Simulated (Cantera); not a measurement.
Charge: 1 mol KCl, 0.42 mol HCl, 0.32 mol N2, 33 mol H2, at 825 K and 0.330 bar.

Equilibrium computed with Cantera from the NASA thermochemical tables; the gas is ideal and each condensed phase is pure. Candidate condensed phases: K, KCl, NH4Cl; 17 gas species. The numbers say what is thermodynamically allowed, not how fast it happens.

Base state: H2 0.978, HCl 0.0124, N2 0.00945, NH3 7.26e-5 (mole fractions); condensed: KCl(s).

Q: What changes in the equilibrium state with this change: temperature from 825 K to 1323.15 K?

A: 
```json
[
 {"species": "H2", "before": "0.978", "after": "0.952"},
 {"species": "KCl", "before": "1.87e-6", "after": "0.0235"},
 {"species": "HCl", "before": "0.0124", "after": "0.0121"},
 {"species": "K2Cl2", "before": "3.87e-7", "after": "0.00268"},
 {"species": "NH3", "before": "7.26e-5", "after": "3.34e-6"},
 {"species": "N2", "before": "0.00945", "after": "0.00923"},
 {"species": "KCl(s), mol", "before": "1.000", "after": "0"}
]
```
